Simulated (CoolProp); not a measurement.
Vapour-liquid equilibrium of R22 (1) + c-C4F8 (RC318) (2) at 11.2 bar; x and y are mole fractions of (1).

Model: multi-fluid Helmholtz-energy mixture model, Kamei 1995 and Platzer 1990; pair parameters Bell 2016, in CoolProp. This equation is an older, rougher fit; its heat capacities, sound speeds and derivatives of the liquid may be far off and weren't checked against measurements.

```tsv
x	bubble temperature, mixture model (°C)	bubble temperature, Raoult's law (°C)	y, mixture model	y, Raoult's law
0.05	69.8	68.3	0.085	0.129
0.15	63.4	61.6	0.279	0.337
0.25	55.4	55.8	0.470	0.495
0.35	?	50.7	?	0.617
0.45	?	46.1	0.723	0.713
0.55	36.6	42.0	?	0.791
0.65	?	38.3	0.835	0.854
0.75	31.2	34.9	0.873	0.905
0.85	29.4	31.8	0.911	0.948
0.95	28.1	29.0	0.963	0.984
```

What belongs in the gaps?


- 0.35, bubble temperature, mixture model (°C): 47.5
- 0.35, y, mixture model: 0.620
- 0.45, bubble temperature, mixture model (°C): 41.1
- 0.55, y, mixture model: 0.789
- 0.65, bubble temperature, mixture model (°C): 33.4

The largest gap from Raoult's law is -5.4 K in bubble temperature, at x = 0.55. No azeotrope shows between x = 0.05 and 0.95.

The pair parameters rest on a limited set of measurements; away from them the model extrapolates. The gap from Raoult's law changes sign with composition, which may be real or a fault of the pair parameters; it wasn't checked against measurements.
